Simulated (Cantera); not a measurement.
## CCl4 + Si + HCl (fluorocarbon and chlorocarbon gases)

Charge: 1 mol CCl4, 0.24 mol Si, 0.28 mol HCl, at 1.20 Pa.

These are equilibrium values from Cantera (NASA tables, ideal gas, pure condensed phases), not measurements of a reactor. Candidate condensed phases: C, C6H6, C7H8, C8H18, Si, SiC; 109 gas species. The tables' values for SiCl3, SiCl are old estimates; treat these amounts as uncertain. Kinetics and transport are ignored.

```json
[
 {"T (K)": "1550", "x Cl": "0.860", "x HCl": "0.0746", "x SiCl2": "0.0193", "x SiCl4": "0.0302", "x SiCl3": "0.0145", "n C(graphite)": "1.00"},
 {"T (K)": "1575", "x Cl": "0.863", "x HCl": "0.0730", "x SiCl2": "0.0293", "x SiCl4": "0.0187", "x SiCl3": "0.0145", "n C(graphite)": "1.00"},
 {"T (K)": "1600", "x Cl": "0.866", "x HCl": "0.0716", "x SiCl2": "0.0384", "x SiCl4": "0.0103", "x SiCl3": "0.0127", "n C(graphite)": "1.00"},
 {"T (K)": "1625", "x Cl": "0.868", "x HCl": "0.0707", "x SiCl2": "0.0453", "x SiCl4": "0.00523", "x SiCl3": "0.0101", "n C(graphite)": "1.00"},
 {"T (K)": "1650", "x Cl": "0.869", "x HCl": "0.0702", "x SiCl2": "0.0500", "x SiCl4": "0.00254", "x SiCl3": "0.00761", "n C(graphite)": "1.00"},
 {"T (K)": "1675", "x Cl": "0.870", "x HCl": "0.0698", "x SiCl2": "0.0531", "x SiCl4": "0.00122", "x SiCl3": "0.00558", "n C(graphite)": "1.00"},
 {"T (K)": "1700", "x Cl": "0.870", "x HCl": "0.0695", "x SiCl2": "0.0551", "x SiCl4": "0.000584", "x SiCl3": "0.00404", "n C(graphite)": "1.00"},
 {"T (K)": "1725", "x Cl": "0.871", "x HCl": "0.0693", "x SiCl2": "0.0564", "x SiCl4": "0.000282", "x SiCl3": "0.00292", "n C(graphite)": "1.00"},
 {"T (K)": "1750", "x Cl": "0.871", "x HCl": "0.0691", "x SiCl2": "0.0572", "x SiCl4": "0.000138", "x SiCl3": "0.00211", "n C(graphite)": "1.000"},
 {"T (K)": "1775", "x Cl": "0.871", "x HCl": "0.0689", "x SiCl2": "0.0578", "x SiCl4": "6.88e-5", "x SiCl3": "0.00153", "n C(graphite)": "1.000"},
 {"T (K)": "1800", "x Cl": "0.871", "x HCl": "0.0686", "x SiCl2": "0.0581", "x SiCl4": "3.47e-5", "x SiCl3": "0.00112", "n C(graphite)": "1.000"},
 {"T (K)": "1825", "x Cl": "0.871", "x HCl": "0.0682", "x SiCl2": "0.0582", "x SiCl4": "1.78e-5", "x SiCl3": "0.000821", "n C(graphite)": "1.000"},
 {"T (K)": "1850", "x Cl": "0.872", "x HCl": "0.0676", "x SiCl2": "0.0582", "x SiCl4": "9.29e-6", "x SiCl3": "0.000606", "n C(graphite)": "1.000"}
]
```
x: gas mole fraction; n: condensed amount in mol.

From 1550 K to 1850 K the condensed part is C(graphite). The main Si-bearing gas is SiCl4 at 1550 K and SiCl2 at 1850 K.
